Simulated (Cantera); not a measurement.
An adiabatic, constant-pressure homogeneous reactor starts with 2.22 % C3H8, 20.6 % O2, 77.2 % N2, at 1200 K and 500000 Pa.

Computed with Cantera and GRI-Mech 3.0 (53 species, 325 reactions). GRI-Mech 3.0 was tuned for natural gas; its chemistry of propane as a main component is partial and can be far from experiment.

Question: Predict: time of steepest temperature rise; temperature at 0.700 s; equilibrium temperature; x(O2) at 0.700 s; x(H2O2) at 0.700 s; x(NO2) at 0.700 s.

Answer: 
| Item | Value |
|---|---|
| time of steepest temperature rise | 2.44 ms |
| temperature at 0.700 s | 2307 K |
| equilibrium temperature | 2307 K |
| x(O2) at 0.700 s | 0.0868 (gas-phase equilibrium 0.0868) |
| x(H2O2) at 0.700 s | 2.50e-7 (gas-phase equilibrium 2.50e-7) |
| x(NO2) at 0.700 s | 1.59e-5 (gas-phase equilibrium 1.59e-5) |
